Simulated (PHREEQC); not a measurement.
# Copper plating or etch bath (model solution)

Consider water at 25 °C with 12 mmol/kgw CuSO4 and 0.27 mmol/kgw HBr. Closed to the air; pH follows from the charge balance.

Equilibrium calculation in PHREEQC: ion-association model, phreeqc.dat.

This is a speciation only: nothing precipitates in the calculation.

Q: Predict the pH, ionic strength.

A: pH 3.78; ionic strength 0.0331 mol/kgw.

Q: In which forms is S present?

A: SO4-2 68 %, CuSO4 31 %, HSO4- 0.7 % of the S.
